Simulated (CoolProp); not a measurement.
Vapour-liquid equilibrium of propane (1) + R245fa (2) at 302.7 K; x and y are mole fractions of (1).

Model: multi-fluid Helmholtz-energy mixture model, Lemmon 2009 and Akasaka 2015; pair parameters Bell 2016, in CoolProp.

```csv
x,bubble pressure (kPa),y at the bubble point,dew pressure at overall composition x (kPa),liquid density (mol/L)
0.05,334.8,0.477,184.6,9.919
0.15,575.1,(withheld),(withheld),9.968
0.25,726.1,0.772,234.2,10.01
0.35,815.7,0.804,270.0,(withheld)
0.45,870.5,0.822,318.5,10.11
0.55,(withheld),0.837,387.5,10.18
0.65,944.9,0.853,(withheld),(withheld)
0.75,981.6,0.875,671.9,10.41
0.85,1020,0.909,(withheld),10.59
0.95,1055,0.962,1049,10.85
```

Q: Fill in the missing entries.

A: 
- 0.15, y at the bubble point: 0.703
- 0.15, dew pressure at overall composition x (kPa): 206.6
- 0.35, liquid density (mol/L): 10.06
- 0.55, bubble pressure (kPa): 909.6
- 0.65, dew pressure at overall composition x (kPa): 493.5
- 0.65, liquid density (mol/L): 10.27
- 0.85, dew pressure at overall composition x (kPa): 938.1

No azeotrope shows between x = 0.05 and 0.95.

The pair parameters rest on a limited set of measurements; away from them the model extrapolates. With so large a gap from Raoult's law the liquid may split in two, which this calculation doesn't test in full.
